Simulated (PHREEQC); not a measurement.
1.2 g of hydrous ferric oxide (600 m²/g; 0.2 weak and 0.005 strong sites per Fe, Dzombak-Morel constants, diffuse double layer) in 1 kg of water with 0.1 mol/kgw of an inert sodium salt, at 25 °C; the pH is set by adding NaOH or the inert anion's acid. Oxygen alone is held at its pressure in air (log pO2 = -0.68). No CO2 enters from the air. Nothing may precipitate in this run.

Base run: PHREEQC, ion-association model, wateq4f.dat. Each further column changes one thing. The table gives surface charge σ (C/m²).

| pH | base | background salt from 0.1 to 0.01 mol/kgw | oxide from 1.2 to 6 g/kgw | 0.00082 mol/kgw BaCl2 added |
|---|---|---|---|---|
| 3 | 0.363 | 0.328 | 0.364 | 0.364 |
| 3.75 | 0.338 | 0.250 | 0.339 | 0.339 |
| 4.12 | 0.311 | 0.205 | 0.313 | 0.312 |
| 4.88 | 0.229 | 0.125 | 0.231 | 0.230 |
| 5.25 | 0.186 | 0.095 | 0.187 | 0.187 |
| 6 | 0.112 | 0.050 | 0.112 | 0.113 |
| 6.75 | 0.058 | 0.023 | 0.059 | 0.060 |
| 7.12 | 0.039 | 0.015 | 0.039 | 0.042 |
| 7.88 | 0.008 | 0.003 | 0.008 | 0.011 |
| 8.25 | -0.005 | -0.002 | -0.005 | -0.002 |
| 9 | -0.034 | -0.013 | -0.034 | -0.027 |

The oxide is taken as insoluble; below pH 4 it would dissolve.
